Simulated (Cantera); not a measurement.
## Hydrogen reduction and annealing atmospheres: FeS2 + H2

A closed system holds: 1 mol FeS2, 2600 mol H2, equilibrated at 1525 K.

Method: chemical equilibrium by Gibbs-energy minimisation in Cantera with the NASA 1993 tables (ideal gas, pure condensed phases). Candidate condensed phases: Fe, FeS, FeS2, S; 8 gas species. Rates play no part.

```
P (Pa)    x H2       x H     x H2S      x Fe      x SH      x S2  n Fe(γ)
-------  -----  --------  --------  --------  --------  --------  -------
10       0.997   0.00236  0.000326  0.000384  0.000181  0.000103        0
36       0.998   0.00125  0.000481  0.000384  0.000141   6.21e-5        0
130      0.998  0.000656  0.000611  0.000195   9.40e-5   2.77e-5    0.494
460      0.999  0.000349  0.000690   5.50e-5   5.64e-5   9.98e-6    0.857
1700     0.999  0.000181  0.000731   1.49e-5   3.11e-5   3.03e-6    0.961
6000     0.999   9.65e-5  0.000750   4.22e-6   1.70e-5   9.03e-7    0.989
22000    0.999   5.04e-5  0.000760   1.15e-6   8.97e-6   2.53e-7    0.997
77000    0.999   2.69e-5  0.000764   3.28e-7   4.83e-6   7.30e-8    0.999
280000   0.999   1.41e-5  0.000767   9.03e-8   2.54e-6   2.02e-8    1.000
1000000  0.999   7.48e-6  0.000768   2.53e-8   1.35e-6   5.68e-9    1.000
```
x: gas mole fraction; n: condensed amount in mol.

From 10.0 Pa to 36.0 Pa nothing is condensed. From 130 Pa to 1000000 Pa the condensed part is Fe(γ). The main Fe-bearing gas is Fe throughout.
